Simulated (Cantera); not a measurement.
Thermodynamics of silicon nitride deposition, feed SiH₂Cl₂ + NH₃ + N₂

Charge: 1 mol SiH₂Cl₂, 1.6 mol NH₃, a varied amount of N₂, equilibrated at 1027 °C and 26000 Pa.

These are equilibrium values from Cantera (NASA tables, ideal gas, pure condensed phases), not measurements of a reactor. Candidate condensed phases: NH₄Cl, Si, Si₃N₄; 28 gas species. The tables' values for SiCl₃ are old estimates; treat these amounts as uncertain. Rates play no part.

```
n(N₂) (mol)  log p N₂  log p H₂  log p HCl  log p SiCl₄  log p SiCl₃  n Si₃N₄(s)
-----------  --------  --------  ---------  -----------  -----------  ----------
2.3             -1.03     -1.02      -1.16        -2.82        -3.99       0.318
3.2             -0.95     -1.08      -1.21        -2.95        -4.10       0.320
4.3             -0.88     -1.14      -1.26        -3.08        -4.21       0.322
5.9             -0.82     -1.21      -1.33        -3.24        -4.34       0.324
8.1             -0.77     -1.30      -1.40        -3.42        -4.48       0.326
11              -0.73     -1.39      -1.49        -3.61        -4.63       0.327
15              -0.70     -1.49      -1.59        -3.81        -4.79       0.329
21              -0.67     -1.61      -1.70        -4.05        -4.97       0.330
28              -0.65     -1.71      -1.80        -4.27        -5.14       0.330
39              -0.63     -1.84      -1.93        -4.52        -5.33       0.331
```
log p: log10 of the partial pressure in bar; n: condensed amount in mol.

From 2.3 mol N₂ to 39 mol N₂ the condensed part is Si₃N₄(s). The main Si-bearing gas is SiCl₄ throughout. The share of Si in condensed phases is highest at 39 mol N₂ (99.3 %) and lowest at 2.3 mol N₂ (95.4 %).
